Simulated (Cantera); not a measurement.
Feed: 1 mol SiHCl₃, 5.8 mol NH₃, 2.4 mol H₂, held at 1448.15 K.

These are equilibrium values from Cantera (NASA tables, ideal gas, pure condensed phases), not measurements of a reactor. Candidate condensed phases: NH₄Cl, Si, Si₃N₄; 28 gas species. Rates play no part.

Task: Which condensed phases are stable at each of these points (P (Pa)): 5, 36, 260, 1900, 14000, 100000?

Result: 
| P (Pa) | condensed phases | Si condensed (%) |
|---|---|---|
| 5 | Si(s) | 28.8 |
| 36 | Si₃N₄(s) | 50.1 |
| 260 | Si₃N₄(s) | 76.5 |
| 1900 | Si₃N₄(s) | 91.0 |
| 14000 | Si₃N₄(s) | 96.1 |
| 100000 | Si₃N₄(s) | 97.0 |

At 5.00 Pa the condensed part is Si(s). From 36.0 Pa to 1.00 bar the condensed part is Si₃N₄(s).
